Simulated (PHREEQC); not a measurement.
Dissolve 0.00099 mol/kgw Cs2CO3, 0.0077 mol/kgw Li2SO4, 1.6e-05 mol/kgw CaSO4 and 0.00082 mol/kgw NH4HSO4 at 25 °C. Closed to the air; pH follows from the charge balance.

Model: ion-association model, wateq4f.dat, run in PHREEQC.

| quantity | before | after |
|---|---|---|
| pH | 8.64 | 6.17 |
| ionic strength (mol/kgw) | 0.0260 | 0.0261 |
| SO4-2 (mol/kgw) | 0.00820 | 0.00819 |
| HCO3- (mol/kgw) | 0.000955 | 0.00116 |
| NH4+ (mol/kgw) | 0.000645 | 0.000775 |
| LiSO4- (mol/kgw) | 0.000298 | 0.000298 |

Q: What was changed between the two runs?
(A) NH4HSO4 from 0.00082 to 0.000738 mol/kgw
(B) Li2SO4 from 0.0077 to 0.0385 mol/kgw
(C) NH4HSO4 from 0.00082 to 0.0041 mol/kgw
(D) temperature from 25 to 65 °C
(E) 0.0017 mol/kgw CO2 added

A: E, 0.0017 mol/kgw CO2 added

No solid was allowed to form.
